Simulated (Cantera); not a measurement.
Charge: 1 mol Al, 0.57 mol NH3, 59 mol N2, held at 873.15 K and 2.40 bar.

Equilibrium computed with Cantera from the NASA thermochemical tables; the gas is ideal and each condensed phase is pure. Candidate condensed phases: Al, AlN; 13 gas species. Rates play no part.

Base state: N2 0.986, H2 0.0143 (mole fractions); condensed: AlN(s).

Q: What changes in the equilibrium state with this change: NH3 from 0.57 to 19 mol?

A: 
```
species       before     after
-----------  -------  --------
N2             0.986     0.705
H2            0.0143     0.295
NH3          6.19e-6  0.000488
AlN(s), mol     1.00      1.00
```

Q: What changes in the equilibrium state with this change: NH3 from 0.57 to 3.6 mol?

A: 
```json
[
 {"species": "N2", "before": "0.986", "after": "0.918"},
 {"species": "H2", "before": "0.0143", "after": "0.0821"},
 {"species": "NH3", "before": "6.19e-6", "after": "8.19e-5"},
 {"species": "AlN(s), mol", "before": "1.00", "after": "1.00"}
]
```

Q: What changes in the equilibrium state with this change: Al replaced by Si?

A: 
| species | before | after |
|---|---|---|
| N2 | 0.986 | 0.986 |
| H2 | 0.0143 | 0.0144 |
| AlN(s), mol | 1.00 | 0 |
| Si3N4(s), mol | 0 | 0.333 |
Further candidate phases: Si, Si3N4.
